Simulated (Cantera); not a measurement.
Feed: 1 mol SiHCl3, 26 mol N2, 0.12 mol H2, held at 998 K and 0.880 bar.

Cantera equilibrium calculation (NASA polynomials, part measured and part estimated; ideal gas, pure solids and liquids). Candidate condensed phases: NH4Cl, Si, Si3N4; 28 gas species. N2 is the only nitrogen source here; it is nearly inert below about 1500 K, so the nitride shown seldom forms there in practice. Rates play no part.

Base state: N2 0.941, HCl 0.0354, SiCl4 0.0186, H2 0.00504, SiHCl3 1.84e-5 (mole fractions); condensed: Si3N4(s).

### Question
What changes in the equilibrium state with this change: SiHCl3 replaced by Si2Cl6?

### Answer
| species | before | after |
|---|---|---|
| N2 | 0.941 | 0.939 |
| SiCl4 | 0.0186 | 0.0528 |
| HCl | 0.0354 | 0.00844 |
| H2 | 0.00504 | 0.000171 |
| SiHCl3 | 1.84e-5 | 7.40e-6 |
| SiCl3 | 4.69e-6 | 1.02e-5 |
| Si3N4(s), mol | 0.164 | 0.186 |
The feed counts by its element totals alone. The tables' values for SiCl3 are old estimates; treat these amounts as uncertain.

### Question
What changes in the equilibrium state with this change: temperature from 998 K to 1473.15 K?

### Answer
```json
[
 {"species": "N2", "before": "0.941", "after": "0.939"},
 {"species": "HCl", "before": "0.0354", "after": "0.0382"},
 {"species": "SiCl4", "before": "0.0186", "after": "0.0152"},
 {"species": "SiCl3", "before": "4.69e-6", "after": "0.00247"},
 {"species": "SiCl2", "before": "2.89e-8", "after": "0.00137"},
 {"species": "SiHCl3", "before": "1.84e-5", "after": "0.000131"},
 {"species": "H2", "before": "0.00504", "after": "0.00349"},
 {"species": "Si3N4(s), mol", "before": "0.164", "after": "0.158"}
]
```
The tables' values for SiCl3 are old estimates; treat these amounts as uncertain.

### Question
What changes in the equilibrium state with this change: H2 from 0.12 to 19 mol?

### Answer
| species | before | after |
|---|---|---|
| N2 | 0.941 | 0.547 |
| H2 | 0.00504 | 0.388 |
| HCl | 0.0354 | 0.0645 |
| SiCl4 | 0.0186 | 5.00e-5 |
| NH3 | 1.80e-7 | 9.30e-5 |
| SiHCl3 | 1.84e-5 | 2.08e-6 |
| Si3N4(s), mol | 0.164 | 0.333 |
